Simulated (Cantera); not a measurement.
A closed system holds: 1 mol LiOH, 0.36 mol H2, 0.021 mol O2, at 702 °C.

Method: chemical equilibrium by Gibbs-energy minimisation in Cantera with the NASA 1993 tables (ideal gas, pure condensed phases). Candidate condensed phases: H2O, Li, LiH, LiOH, Li2O; 17 gas species. Rates play no part.

### Question
At 0.270 Torr, list the 3 most abundant gas species with their mole fractions, and the condensed phases.

### Answer
H2O 0.630, H2 0.370, LiOH 0.000513. Condensed: Li2O(s).
